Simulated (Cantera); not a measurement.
An isothermal, constant-pressure homogeneous reactor starts with CH3OH : O2 : N2 = 0.0025 : 0.0028 : 1 (molar parts), at 925 K and 13.8 atm.

Computed with Cantera and GRI-Mech 3.0 (53 species, 325 reactions). GRI-Mech 3.0 was tuned for natural gas; its chemistry of methanol as a main component is partial and can be far from experiment. The pressure lies above the range GRI-Mech 3.0 was tuned for (to about 10 atm). Below about 1000 K GRI-Mech 3.0 lacks low-temperature oxidation paths.

Predict: x(O2) at 20.0 s; x(CO) at 20.0 s.


```
Item                                               Result
---------------  ----------------------------------------
x(O2) at 20.0 s    1.66e-5 (gas-phase equilibrium <1e-12)
x(CO) at 20.0 s  0.00145 (gas-phase equilibrium 0.000424)
```
